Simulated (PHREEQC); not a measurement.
## Copper plating or etch bath: speciation

Solution (75 °C): 6.1 mmol/kgw CuSO4, 62 mmol/kgw HBF4 and 0.081 mmol/kgw NaCl. Closed to the air; pH follows from the charge balance.

The numbers come from PHREEQC with the ion-association model, wateq4f.dat.

No solid was allowed to form.

**Question.** What pH, ionic strength does the model give?

**Answer.** pH 1.38; ionic strength 0.0694 mol/kgw.

**Question.** In which forms is Cu present?

**Answer.** Cu+2 97 %, CuSO4 3.0 % of the Cu.

Away from 25 °C the constants follow the database's enthalpies or fits; those with neither stay at their 25 °C values. Real BF4- forms and hydrolyses slowly; the run takes it at equilibrium.
